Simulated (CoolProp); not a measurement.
Saturation properties of R1123.

Values from CoolProp's reference Helmholtz-energy equation of state, Akasaka 2020.

```
T (°C)  p (MPa)  enthalpy of vaporisation (kJ/kg)  vapour Z
------  -------  --------------------------------  --------
-68.05  0.07031                             230.6    0.9720
-62.85  0.09317                             226.8    0.9657
-57.65   0.1215                             223.0    0.9586
-52.45   0.1562                             219.2    0.9506
-47.25   0.1981                             215.2    0.9417
-42.05   0.2482                             211.1    0.9318
-36.75   0.3086                             206.8    0.9206
-31.55   0.3783                             202.5    0.9086
-26.35   0.4592                             198.0    0.8955
-21.15   0.5526                             193.3    0.8813
-15.95   0.6595                             188.4    0.8659
-10.75   0.7812                             183.3    0.8492
-5.55    0.9189                             177.9    0.8312
```

It boils at -61.2 °C under 1 atm.
